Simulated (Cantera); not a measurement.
Input (Python, Cantera) and output of one run.

```python
import numpy as np
import cantera as ct

gas_names = """
    B BCL BCL2 BCL3 BH BH2 BH3 BN B2 CL CL2 H HCL H2 N NH NH2 NH3 N2 N2H2 N2H4
""".split()
cond_names = """
    B(b) B(L) BN(s) NH4CL(a) NH4CL(b)
""".split()


# ... load() reads the species with a 1 bar reference pressure and builds the phases ...
atoms = {
    'BCl3': {'B': 1, 'CL': 3},
    'N2': {'N': 2},
    'H2': {'H': 2},
}
top_T = {'BN(s)': 3200}  # K; cautious upper limits of use, not melting points


# ... equilibrate(T, P, feed) seeds the gas with the atoms and calls Mixture.equilibrate('TP', solver="vcs", rtol=1e-11, max_steps=5000) ...
results = []
feed = {'BCl3': 1, 'N2': 0.64, 'H2': 5.1}  # mol
T = 975  # K
P = 47000  # Pa
mix = equilibrate(T, P, feed)
results.append((T, P, feed, dict(zip(mix.species_names, mix.species_moles))))
x = sorted(zip(gas.X, gas.species_names), reverse=True)
print(f"T = {T:g} K  P = {P:g} Pa  gas = {mix.phase_moles(0):.4g} mol")
print("   x: " + "  ".join(f"{s} {v:.3e}" for v, s in x if v > 1e-05))
print("   condensed (mol): " + ("  ".join(f"{mix.phase(i).name} {mix.phase_moles(i):.4g}"
      for i in range(1, mix.n_phases) if mix.phase_moles(i) > 1e-12) or "none"))
```

Output:

```
T = 975 K  P = 47000 Pa  gas = 6.74 mol
   x: H2 5.341e-01  HCL 4.451e-01  N2 2.076e-02  NH3 1.824e-05
   condensed (mol): BN(s) 1
```

These are equilibrium values from Cantera (NASA tables, ideal gas, pure condensed phases), not measurements of a reactor. N2 is the only nitrogen source here; it is nearly inert below about 1500 K, so the nitride shown seldom forms there in practice.
